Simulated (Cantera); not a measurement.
Feed: 1 mol SiCl4, 0.79 mol HCl, 140 mol H2, equilibrated at 0.100 bar.

Method: chemical equilibrium by Gibbs-energy minimisation in Cantera with the NASA 1993 tables (ideal gas, pure condensed phases). Candidate condensed phases: Si; 19 gas species. Gases not in the tables: Si2H6 and higher silanes. Kinetics and transport are ignored.

Q: What share of the Si ends up in condensed phases as a function of T (K), at 1550, 1625, 1700, 1775, 1850, 1925, 2000, 2075, 2150?

A: 
```
T (K)  Si condensed (%)     as
-----  ----------------  -----
1550               60.6  Si(s)
1625               59.3  Si(s)
1700               58.5  Si(l)
1775               61.1  Si(l)
1850               62.7  Si(l)
1925               62.5  Si(l)
2000               59.0  Si(l)
2075               49.3  Si(l)
2150               27.8  Si(l)
```
